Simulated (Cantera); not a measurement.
Charge: 1 mol MgSO₄, 3.2 mol H₂, at 1175 K and 95.0 mbar.

Equilibrium computed with Cantera from the NASA thermochemical tables; the gas is ideal and each condensed phase is pure. Candidate condensed phases: H₂O, H₂SO₄, Mg, MgO, Mg(OH)₂, MgS, MgSO₄, S; 26 gas species. Gases not in the tables: S₃ to S₇. The numbers say what is thermodynamically allowed, not how fast it happens.

Base state: H₂O 0.761, H₂S 0.0884, S₂ 0.0759, H₂ 0.0385, SO₂ 0.0353, S₂O 0.000821, SH 0.000168, SO 0.000103 (mole fractions); condensed: MgO(s).

What changes in the equilibrium state with this change: temperature from 1175 K to 2123.15 K?


| species | before | after |
|---|---|---|
| H₂O | 0.761 | 0.492 |
| H₂ | 0.0385 | 0.291 |
| SO₂ | 0.0353 | 0.108 |
| H₂S | 0.0884 | 0.00766 |
| SO | 0.000103 | 0.0392 |
| S₂ | 0.0759 | 0.0394 |
| Mg | <1e-9 | 0.000495 |
| OH | 1.07e-8 | 0.00131 |
| H | 7.81e-8 | 0.00628 |
| MgO(s), mol | 1.00 | 0.997 |

What changes in the equilibrium state with this change: temperature from 1175 K to 850 K?


```
species        before     after
-----------  --------  --------
H₂O             0.761     0.764
H₂S            0.0884     0.141
S₂             0.0759    0.0487
H₂             0.0385   0.00228
SO₂            0.0353    0.0431
SO           0.000103   8.76e-7
SH           0.000168   1.77e-6
S₂O          0.000821  0.000757
MgO(s), mol      1.00      1.00
```
